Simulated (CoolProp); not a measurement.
trans-2-butene along the isotherm -16.45 °C: fugacity coefficient from the reference equation and from simpler models built on Tc = 155.5 °C, pc = 4.019 MPa, ω = 0.210; each cubic takes its own stable root.

Computed with CoolProp (reference Helmholtz-energy equation of state, Lemmon 2005). It is a short technical equation, of lower accuracy than the large ones.

```csv
p (MPa),phase,reference
2.51,liquid,0.02131
5.02,liquid,0.01179
7.54,liquid,0.008692
10,liquid,0.007234
12.6,liquid,0.006371
15.1,liquid,0.005874
17.6,liquid,0.005566
20.1,liquid,0.005381
22.6,liquid,0.005282
25.1,liquid,0.005248
27.6,liquid,0.005265
30.1,liquid,0.005324
32.7,liquid,0.005424
35.2,liquid,0.005554
37.7,liquid,0.005714
40.2,liquid,0.005904
```

### Question
How far does each simpler model (van der Waals, Redlich-Kwong, Soave-Redlich-Kwong, Peng-Robinson) lie from the reference over these 16 states: mean and median of the absolute difference, and the worst?

### Answer
- van der Waals: mean 1007.5 %, median 977.1 %, worst +1531.9 % at -16.45 °C and 40.2 MPa
- Redlich-Kwong: mean 78.0 %, median 78.1 %, worst +91.7 % at -16.45 °C and 40.2 MPa
- Soave-Redlich-Kwong: mean 6.2 %, median 6.1 %, worst +13.1 % at -16.45 °C and 40.2 MPa
- Peng-Robinson: mean 2.3 %, median 2.4 %, worst -4.5 % at -16.45 °C and 40.2 MPa
